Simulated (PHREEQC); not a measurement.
## City or well water: speciation

Synthetic water in mmol/kgw, 75 °C, pH 6.31, pe -0.1:

```
constituent           mmol/kgw
--------------------  --------
Na                        1.03
K                        0.255
Ca                         0.2
Mg                       0.083
Cl                        1.68
S(6)                     0.029
Alkalinity (meq/kgw)     0.165
Ba                    0.000596
Sr                      0.0516
```

Cl is adjusted to close the charge balance.
Valence states are taken as typed.

Model: ion-association model, wateq4f.dat, run in PHREEQC.

```json
{
 "ionic_strength": "0.00231 mol/kgw"
}
```

| species | molality | activity | log γ |
|---|---|---|---|
| Cl- | 0.00173 | 0.00163 | -0.026 |
| Na+ | 0.00103 | 0.000972 | -0.025 |
| K+ | 0.000255 | 0.000240 | -0.026 |
| Ca+2 | 0.000199 | 0.000158 | -0.100 |
| HCO3- | 0.000164 | 0.000154 | -0.025 |
| CO2 | 0.000159 | 0.000159 | 0.000 |
| Mg+2 | 8.18e-5 | 6.51e-5 | -0.099 |
| Sr+2 | 5.08e-5 | 4.03e-5 | -0.100 |
| SO4-2 | 2.65e-5 | 2.11e-5 | -0.100 |
| CaSO4 | 9.88e-7 | 9.88e-7 | 0.000 |
| MgSO4 | 9.68e-7 | 9.68e-7 | 0.000 |
| Ba+2 | 5.87e-7 | 4.66e-7 | -0.100 |
| SrHCO3+ | 5.59e-7 | 5.28e-7 | -0.025 |

This is a speciation only: nothing precipitates in the calculation. Species that the database lacks are ignored. Constants without temperature data keep their 25 °C values here.
